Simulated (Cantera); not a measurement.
An adiabatic, constant-pressure homogeneous reactor starts with CH₄ : O₂ : N₂ : C₂H₆ = 1 : 6.45 : 24.3 : 0.1 (molar parts), equivalence ratio 0.36, at 1673 K and 760 Torr.

Detailed kinetics in Cantera: GRI-Mech 3.0 (53 species, 325 reactions).

x: mole fraction; the columns are a selection and need not sum to one.

```
t (s)     T (K)     x CH₄   x O₂       x NO₂    x CO₂      x NO
--------  -----  --------  -----  ----------  -------  --------
9.00e-6    1671    0.0313  0.202      <1e-12  3.66e-7  2.06e-12
2.52e-5    1671    0.0304  0.201      <1e-12  1.70e-5  4.66e-11
7.08e-5    2061  0.000279  0.139    3.77e-10  0.00524   7.59e-7
0.000199   2237    <1e-12  0.123  (withheld)   0.0304   5.84e-5
0.000557   2353    <1e-12  0.125  (withheld)   0.0344  0.000223
0.00156    2380    <1e-12  0.126  (withheld)   0.0355  0.000546
0.00439    2379    <1e-12  0.125  (withheld)   0.0356   0.00136
0.0123     2376    <1e-12  0.124  (withheld)   0.0356   0.00343
0.0345     2368    <1e-12  0.122  (withheld)   0.0357   0.00763
0.0969     2360    <1e-12  0.120     9.51e-6   0.0357    0.0120
0.272      2358    <1e-12  0.120     1.03e-5   0.0357    0.0131
0.762      2358    <1e-12  0.120     1.03e-5   0.0357    0.0131
2.14       2358    <1e-12  0.120     1.03e-5   0.0357    0.0131
6.00       2358    <1e-12  0.120     1.03e-5   0.0357    0.0131
```

Some entries are withheld; supply them.


- 0.000199, x NO₂: 2.75e-8
- 0.000557, x NO₂: 1.58e-7
- 0.00156, x NO₂: 4.30e-7
- 0.00439, x NO₂: 1.07e-6
- 0.0123, x NO₂: 2.71e-6
- 0.0345, x NO₂: 6.02e-6
